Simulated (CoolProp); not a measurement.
The fluid at 344.85 K and 0.616 MPa (gas) is heated at constant pressure to 434.4 K. The same conditions are run with several fluids, on thermodynamics alone (safety and materials aside).

Values from CoolProp's reference Helmholtz-energy equation of state of each fluid (sulfur dioxide: Gao 2016; R124: de Vries 1995; hydrogen sulfide: Lemmon 2006; sulfur hexafluoride: Guder 2009; carbonyl sulfide: Lemmon 2006).

Question: Rank sulfur dioxide, R124, hydrogen sulfide, sulfur hexafluoride, carbonyl sulfide by heat (kJ/kg), highest first.

Answer: hydrogen sulfide (96.0), R124 (79.4), sulfur hexafluoride (71.4), carbonyl sulfide (70.2), sulfur dioxide (65.1)

| fluid | final density (kg/m³) |
|---|---|
| sulfur dioxide | 11.2 |
| R124 | 24.3 |
| hydrogen sulfide | 5.89 |
| sulfur hexafluoride | 25.4 |
| carbonyl sulfide | 10.5 |
